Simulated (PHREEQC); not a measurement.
A solution holds 0.26 mol/kgw FeCl2, at 25 °C. Closed to the air; pH follows from the charge balance.

Computed with PHREEQC (ion-association model, phreeqc.dat).

| Quantity | Value |
|---|---|
| pH | 5.37 |
| ionic strength | 0.721 mol/kgw |
| activity of water | 0.987 |
| density | 1.025 g/cm³ |

```csv
species,molality,activity,log γ
Cl-,0.491,0.307,-0.203
Fe+2,0.231,0.0519,-0.648
FeCl+,0.0293,0.0220,-0.124
H+,5.72e-6,4.30e-6,-0.123
FeOH+,5.71e-6,3.77e-6,-0.181
OH-,3.85e-9,2.32e-9,-0.219
```

This is a speciation only: nothing precipitates in the calculation. The ionic strength is past about 0.7 mol/kgw, beyond the range of this activity model, so the values are rough.
